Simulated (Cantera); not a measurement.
Source: NASA polynomial tables (part measured, part estimated), evaluated in Cantera. Values are per mole of reaction as written; species without (g) are pure solids or liquids, kept so even where they would boil at 1 bar.

Br2(g) + Ca(g) ⇌ CaBr2, with ΔH° = -891.9 kJ and ΔS° = -270.6 J/K at 300 K.

Task: How far is the shortcut ΔG° ≈ ΔH°(300 K) − T·ΔS°(300 K) from the full temperature-dependent value at 1473, 1498, 1523, 1548, 1573, 1598 K?

Result: 
| T (K) | shortcut (kJ) | full (kJ) | difference (kJ) | difference in log10 K | condensed phases |
|---|---|---|---|---|---|
| 1473 | -493.4 | -535.2 | 41.8 | -1.48 | CaBr2(l) |
| 1498 | -486.7 | -530.4 | 43.7 | -1.52 | CaBr2(l) |
| 1523 | -479.9 | -525.5 | 45.7 | -1.57 | CaBr2(l) |
| 1548 | -473.1 | -520.7 | 47.6 | -1.61 | CaBr2(l) |
| 1573 | -466.4 | -516.0 | 49.6 | -1.65 | CaBr2(l) |
| 1598 | -459.6 | -511.2 | 51.6 | -1.69 | CaBr2(l) |
The shortcut ignores heat capacities and the phase changes listed.
